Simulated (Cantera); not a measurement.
Feed: 1 mol Si, 0.023 mol CO2, 2.5 mol H2, equilibrated at 2223.15 K and 0.110 Pa.

Equilibrium computed with Cantera from the NASA thermochemical tables; the gas is ideal and each condensed phase is pure. Candidate condensed phases: C, C6H6, C7H8, C8H18, H2O, Si, SiC, SiO2; 123 gas species. The numbers say what is thermodynamically allowed, not how fast it happens.

Base state: H 0.810, Si 0.165, H2 0.0175, SiO 0.00389, CO 0.00389 (mole fractions); condensed: gas only.

**Question.** What changes in the equilibrium state with this change: CO2 from 0.023 to 0.067 mol?

**Answer.** 
```
species   before   after
-------  -------  ------
H          0.810   0.804
Si         0.165   0.156
H2        0.0175  0.0173
CO       0.00389  0.0112
SiO      0.00389  0.0112
```

**Question.** What changes in the equilibrium state with this change: temperature from 2223.15 K to 1525 K?

**Answer.** 
| species | before | after |
|---|---|---|
| H2 | 0.0175 | 0.943 |
| H | 0.810 | 0.0219 |
| Si | 0.165 | 0.0172 |
| SiO | 0.00389 | 0.0171 |
| Si2C | 1.82e-9 | 3.17e-5 |
| Si2 | 1.09e-6 | 2.62e-5 |
| CO | 0.00389 | 0.000505 |
| Si(s), mol | 0 | 0.888 |
| SiC(s), mol | 0 | 0.0216 |
Mutual solubility and eutectic melting of coexisting phases are not modelled.

**Question.** What changes in the equilibrium state with this change: pressure from 0.110 Pa to 1.70 mbar?

**Answer.** 
```csv
species,before,after
H2,0.0175,0.614
Si,0.165,0.241
H,0.810,0.122
Si2C,1.82e-9,0.00357
Si3,<1e-9,0.000618
```
Gases not in the tables: Si2H6 and higher silanes.
